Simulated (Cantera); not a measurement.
A perfectly stirred reactor is fed with 5.79 % CO, 0.255 % H2, 1.97 % CH4, 16.2 % O2, 75.8 % N2, at 0.690 bar; it is adiabatic with a 675 K inlet, and is followed from long to short residence time, starting on the burning branch (τ in s: 0.043, 0.022, 0.011, 0.0055, 0.0028, 0.0014, 0.00072, 0.00036, 0.00018, 9.3e-05, 4.7e-05, 2.4e-05, 1.2e-05).

Detailed kinetics in Cantera: GRI-Mech 3.0 (53 species, 325 reactions).

One state of this run: T (K) = 1553; x CO = 0.00565; x H2 = 0.000431; x CH4 = 4.22e-5; x CH3 = 3.48e-6; x H2O = 0.0414. x: mole fraction; the columns are a selection and need not sum to one.

Q: Which value of τ (s) does it belong to?
(A) 0.0028
(B) 0.0014
(C) 0.0055
(D) 0.011

A: C, 0.0055
